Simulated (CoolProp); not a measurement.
Model: reference Helmholtz-energy equation of state, de Reuck 1993, in CoolProp.

Question: For methanol, give the phase and the cp (kJ/(kg K)), Joule-Thomson coefficient (K/MPa), conductivity (mW/(m K)) at 513.8 K and 0.101 MPa; 566.9 K and 0.101 MPa.

Answer: 
- 513.8 K and 0.101 MPa: gas; cp 1.92, Joule-Thomson coefficient 11.2, conductivity 40.1
- 566.9 K and 0.101 MPa: gas; cp 2.03, Joule-Thomson coefficient 6.30, conductivity 47.8

Thermal conductivity comes from a separate model (Sykioti 2013).
